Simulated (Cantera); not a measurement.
Gas mixture: H₂O = 0.25 (molar parts), at 1.00 bar, frozen composition.

Cantera's kinetic-theory transport with the Lennard-Jones parameters of GRI-Mech 3.0, ideal gas; thermal conductivity in the multicomponent form. Polar gases are described roughly by these parameters.

One state of this run: ρ (kg/m³) = 0.114; cp (J/kg/K) = 2830; μ (µPa s) = 65.6; λ (mW/m/K) = 258; Pr = 0.719; D (cm²/s) N₂ = 6.30; D (cm²/s) CH₃ = 6.66; D (cm²/s) C₂H₂ = 5.14. D: mixture-averaged diffusion coefficient of that species in the mixture.

Q: Which value of T (K) does it belong to?
A. 1150
B. 1900
C. 650
D. 400

A: B, 1900
